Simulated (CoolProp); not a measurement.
n-decane along the isotherm 579.2 K: density (kg/m³) from the reference equation and from simpler models built on Tc = 617.7 K, pc = 2.101 MPa, ω = 0.488; each cubic takes its own stable root.

The numbers come from the reference Helmholtz-energy equation of state, Lemmon 2006 in CoolProp. It is a short technical equation, of lower accuracy than the large ones.

| p (MPa) | phase | reference |
|---|---|---|
| 0.0332 | gas | 0.9881 |
| 0.063 | gas | 1.887 |
| 0.119 | gas | 3.611 |
| 0.226 | gas | 7.037 |
| 0.429 | gas | 14.10 |
| 0.813 | gas | 30.50 |
| 1.54 | liquid | 443.0 |
| 2.92 | liquid | 464.0 |
| 5.54 | liquid | 487.9 |
| 10.5 | liquid | 515.6 |

How far does each simpler model (Redlich-Kwong, Soave-Redlich-Kwong, Peng-Robinson) lie from the reference over these 10 states: mean and median of the absolute difference, and the worst?


- Redlich-Kwong: mean 9.3 %, median 2.5 %, worst -29.3 % at 579.2 K and 1.54 MPa
- Soave-Redlich-Kwong: mean 7.5 %, median 1.5 %, worst -22.1 % at 579.2 K and 1.54 MPa
- Peng-Robinson: mean 3.2 %, median 0.3 %, worst -12.0 % at 579.2 K and 1.54 MPa
